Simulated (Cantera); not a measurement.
A closed system holds: 1 mol SiO2, 0.31 mol Si, 2.2 mol H2, at 0.000160 bar.

Equilibrium computed with Cantera from the NASA thermochemical tables; the gas is ideal and each condensed phase is pure. Candidate condensed phases: H2O, Si, SiO2; 18 gas species. The tables hold silica as quartz up to 1696 K and as liquid above; real silica turns to tridymite and cristobalite and melts near 1996 K. Kinetics and transport are ignored. All values below are at 1523 K.

Base state: H2 0.779, SiO 0.220, H 0.00161, H2O 7.31e-5 (mole fractions); condensed: SiO2(β-quartz).

Problem. What changes in the equilibrium state with this change: pressure from 0.000160 bar to 0.133 bar?

Solution. 
```
species               before    after
-------------------  -------  -------
H2                     0.779    0.994
SiO                    0.220  0.00587
H                    0.00161  6.31e-5
H2O                  7.31e-5  4.19e-6
SiO2(β-quartz), mol    0.690    0.994
Si(s), mol                 0    0.304
```
Mutual solubility and eutectic melting of coexisting phases are not modelled.

Problem. What changes in the equilibrium state with this change: Si from 0.31 to 0.0044 mol?

Solution. 
| species | before | after |
|---|---|---|
| H2 | 0.779 | 0.988 |
| SiO | 0.220 | 0.00692 |
| H2O | 7.31e-5 | 0.00295 |
| H | 0.00161 | 0.00182 |
| SiO2(β-quartz), mol | 0.690 | 0.989 |
